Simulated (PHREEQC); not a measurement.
0.82 g of hydrous ferric oxide (600 m²/g; 0.2 weak and 0.005 strong sites per Fe, Dzombak-Morel constants, diffuse double layer) in 1 kg of water with 0.005 mol/kgw of an inert sodium salt and 0.0013 mol CuSO4, at 25 °C; the pH is set by adding NaOH or the inert anion's acid. O2 is buffered at 0.21 atm. No CO2 enters from the air. Nothing may precipitate in this run.

The numbers come from PHREEQC with the ion-association model, wateq4f.dat.

```tsv
pH	S sorbed (%)	Cu sorbed (%)	surface charge σ (C/m²)	surface potential ψ (mV)
4	65.0	4.0	0.031	89
4.67	60.9	21.3	0.029	88
5.33	52.2	64.3	0.028	(withheld)
6	44.6	88.1	0.030	94
6.67	41.6	94.8	0.032	97
7.33	37.8	94.1	0.031	95
8	25.5	86.8	0.027	86
8.67	(withheld)	75.8	(withheld)	67
9.33	0.5	70.8	0.008	33
10	0.0	68.9	(withheld)	-5
10.67	0.0	67.1	-0.011	-43
11.33	0.0	63.8	-0.028	(withheld)
12	0.0	54.8	-0.076	-114
```

Problem. What belongs in the gaps?

Solution. 
- 5.33, surface potential ψ (mV): 90
- 8.67, S sorbed (%): 6.7
- 8.67, surface charge σ (C/m²): 0.018
- 10, surface charge σ (C/m²): -0.001
- 11.33, surface potential ψ (mV): -80

Along this series the solution becomes supersaturated in solids that the run did not let form, among them Cu(OH)2, Brochantite, Antlerite. Species that the database lacks are ignored. The database's constant for dissolved Cu(OH)2 is higher than later reviews accept.
